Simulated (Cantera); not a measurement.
A perfectly stirred reactor is fed with C₂H₆ : H₂ = 1 : 6.9 (molar parts), at 750 Torr; it is held at 1050 K, and followed from long to short residence time.

Cantera simulation using GRI-Mech 3.0 (53 species, 325 reactions); the numbers are that mechanism's predictions, not measurements. GRI-Mech 3.0 stops at C3 and has no aromatics, soot or wall deposition, so with more carbon than oxygen in the feed, carbon stays in small species such as C2H2 where larger ones or solid carbon would form.

**Question.** Predict: x(C₂H₆) at τ = 7.30 s; x(H₂) at τ = 7.30 s; x(C₂H₄) at τ = 7.30 s; x(CH₄) at τ = 7.30 s; x(C₂H₆) at τ = 36.0 ms; x(H₂) at τ = 36.0 ms; x(C₂H₄) at τ = 36.0 ms; x(CH₄) at τ = 36.0 ms.

**Answer.** 
```json
{
 "x(C₂H₆) at τ = 7.30 s": "0.0534",
 "x(H₂) at τ = 7.30 s": "0.859",
 "x(C₂H₄) at τ = 7.30 s": "0.0467",
 "x(CH₄) at τ = 7.30 s": "0.0404",
 "x(C₂H₆) at τ = 36.0 ms": "0.120",
 "x(H₂) at τ = 36.0 ms": "0.874",
 "x(C₂H₄) at τ = 36.0 ms": "0.00588",
 "x(CH₄) at τ = 36.0 ms": "0.000452"
}
```
